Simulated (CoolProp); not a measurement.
Vapour-liquid equilibrium of propane (1) + R134a (2) at 244 K; x and y are mole fractions of (1).

The numbers come from the multi-fluid Helmholtz-energy mixture model, Lemmon 2009 and Tillner-Roth 1994; pair parameters Bell 2016 in CoolProp.

```
x      bubble pressure, mixture model (MPa)  bubble pressure, Raoult's law (MPa)  y, mixture model  y, Raoult's law
-----  ------------------------------------  -----------------------------------  ----------------  ---------------
0.05                                 0.1334                              0.09212             0.360            0.094
0.125                                0.1747                              0.09855             0.532            0.220
0.2                                  0.1961                               0.1050             0.598            0.331
0.275                                0.2065                               0.1114             0.628            0.428
0.35                                 0.2111                               0.1178             0.642            0.515
0.425                                0.2131                               0.1243             0.650            0.594
0.5                                  0.2140                               0.1307             0.655            0.664
0.575                                0.2146                               0.1371             0.660            0.728
0.65                                 0.2150                               0.1435             0.668            0.786
0.725                                0.2148                               0.1500             0.684            0.839
0.8                                  0.2127                               0.1564             0.713            0.888
0.875                                0.2063                               0.1628             0.766            0.933
0.95                                 0.1915                               0.1692             0.870            0.974
```

The largest gap from Raoult's law is +86.8 % in bubble pressure, at x = 0.2. y crosses x between x = 0.65 and 0.725: the model has an azeotrope there.

Pair parameters are fitted to limited data, so mixtures are less certain than the pure fluids. With so large a gap from Raoult's law the liquid may split in two, which this calculation doesn't test in full.
